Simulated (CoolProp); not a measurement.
Vapour-liquid equilibrium of CH2F2 (R32) (1) + R125 (2) at -32.05 °C; x and y are mole fractions of (1).

Values from CoolProp's multi-fluid Helmholtz-energy mixture model, Tillner-Roth 1997 and Lemmon 2005; pair parameters Lemmon 2004.

**Question.** Give the bubble pressure and the first vapour's composition at x = 0.05, 0.25, 0.35. Is there an azeotrope?

**Answer.** x = 0.05: 213.0 kPa, y = 0.064; x = 0.25: 226.6 kPa, y = 0.300; x = 0.35: 232.7 kPa, y = 0.405. y crosses x between x = 0.85 and 0.95: the model has an azeotrope there.

The pair parameters rest on a limited set of measurements; away from them the model extrapolates.
